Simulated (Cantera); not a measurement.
Cantera with NASA thermochemical tables; ideal gases at 1 bar, condensed phases pure. Values are per mole of reaction as written; species without (g) are pure solids or liquids, kept so even where they would boil at 1 bar.

Nb + NO2(g) ⇌ N(g) + NbO2

```tsv
T (K)	ΔH° (kJ)	ΔS° (J/K)	ΔG° (kJ)	log10 K
1073	[?]	[?]	[?]	[?]
1123	-334.6	-37.7	-292.3	13.59
1173	-333.0	-36.4	-290.4	12.93
1223	[?]	[?]	[?]	[?]
1273	[?]	[?]	[?]	[?]
1323	-329.7	-33.7	-285.2	11.26
1373	[?]	[?]	[?]	[?]
1423	-327.9	-32.3	-281.9	10.35
1473	-327.0	-31.7	-280.3	9.94
1523	-326.1	-31.1	-278.7	9.56
```

Q: Some entries are withheld; supply them.

A: 
- 1073, ΔH° (kJ): -339.6
- 1073, ΔS° (J/K): -42.3
- 1073, ΔG° (kJ): -294.2
- 1073, log10 K: 14.32
- 1223, ΔH° (kJ): -331.7
- 1223, ΔS° (J/K): -35.3
- 1223, ΔG° (kJ): -288.6
- 1223, log10 K: 12.33
- 1273, ΔH° (kJ): -330.7
- 1273, ΔS° (J/K): -34.5
- 1273, ΔG° (kJ): -286.9
- 1273, log10 K: 11.77
- 1373, ΔH° (kJ): -328.8
- 1373, ΔS° (J/K): -33.0
- 1373, ΔG° (kJ): -283.5
- 1373, log10 K: 10.79
